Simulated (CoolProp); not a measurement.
Propane along the isobar 6.93 bar: density (kg/m³) from the reference equation and from simpler models built on Tc = 96.7 °C, pc = 42.51 bar, ω = 0.152; each cubic takes its own stable root.

Values from CoolProp's reference Helmholtz-energy equation of state, Lemmon 2009.

| T (°C) | phase | reference |
|---|---|---|
| 24.25 | gas | 14.10 |
| 31.05 | gas | 13.63 |
| 37.85 | gas | 13.20 |
| 44.65 | gas | 12.81 |
| 51.45 | gas | 12.45 |
| 58.25 | gas | 12.11 |
| 65.05 | gas | 11.79 |
| 71.85 | gas | 11.49 |
| 78.65 | gas | 11.21 |
| 85.45 | gas | 10.95 |
| 92.25 | gas | 10.70 |
| 99.05 | gas | 10.46 |
| 105.85 | gas | 10.24 |
| 112.65 | gas | 10.03 |

### Question
How far does each simpler model (van der Waals, Redlich-Kwong, Soave-Redlich-Kwong, Peng-Robinson) lie from the reference over these 14 states: mean and median of the absolute difference, and the worst?

### Answer
- van der Waals: mean 1.7 %, median 1.5 %, worst -3.9 % at 24.25 °C and 6.93 bar
- Redlich-Kwong: mean 0.4 %, median 0.2 %, worst -1.2 % at 24.25 °C and 6.93 bar
- Soave-Redlich-Kwong: mean 0.2 %, median 0.1 %, worst -0.6 % at 24.25 °C and 6.93 bar
- Peng-Robinson: mean 0.6 %, median 0.6 %, worst +0.7 % at 78.65 °C and 6.93 bar
